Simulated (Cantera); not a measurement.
A perfectly stirred reactor is fed with 4.91 % H₂, 30.7 % O₂, 64.4 % N₂, at 1.73 Torr; it is held at 1200 K, and followed from long to short residence time.

Detailed kinetics in Cantera: GRI-Mech 3.0 (53 species, 325 reactions). Radical loss at walls, strong at low pressure, is not modelled. The temperature is held fixed by assumption; the heat of reaction is taken as removed at once.

One state of this run: x H₂ = 0.0419; x O₂ = 0.302; x H₂O = 0.00512; x N₂O = 6.76e-12; x OH = 0.00133; x NO₂ = <1e-12. x: mole fraction; the columns are a selection and need not sum to one.

Problem. Which value of τ (s) does it belong to?
(A) 0.0017
(B) 0.024
(C) 1.2
(D) 0.0064

Solution. A, 0.0017
